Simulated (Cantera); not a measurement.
A perfectly stirred reactor is fed with H2 : O2 : N2 = 0.51 : 1 : 1.4 (molar parts), at 54000 Pa; it is held at 1423 K, and followed from long to short residence time.

Computed with Cantera and GRI-Mech 3.0 (53 species, 325 reactions). The temperature is held fixed by assumption; the heat of reaction is taken as removed at once.

Predict: x(H2) at τ = 0.440 s; x(O2) at τ = 0.440 s; x(NO2) at τ = 0.440 s; x(NO) at τ = 0.440 s; x(HO2) at τ = 0.440 s; x(H2) at τ = 12.0 ms; x(O2) at τ = 12.0 ms; x(NO2) at τ = 12.0 ms; x(NO) at τ = 12.0 ms; x(HO2) at τ = 12.0 ms.


- x(H2) at τ = 0.440 s: 7.06e-5
- x(O2) at τ = 0.440 s: 0.280
- x(NO2) at τ = 0.440 s: 1.22e-8
- x(NO) at τ = 0.440 s: 1.51e-6
- x(HO2) at τ = 0.440 s: 2.90e-6
- x(H2) at τ = 12.0 ms: 0.000736
- x(O2) at τ = 12.0 ms: 0.280
- x(NO2) at τ = 12.0 ms: 3.26e-9
- x(NO) at τ = 12.0 ms: 7.40e-7
- x(HO2) at τ = 12.0 ms: 2.23e-5
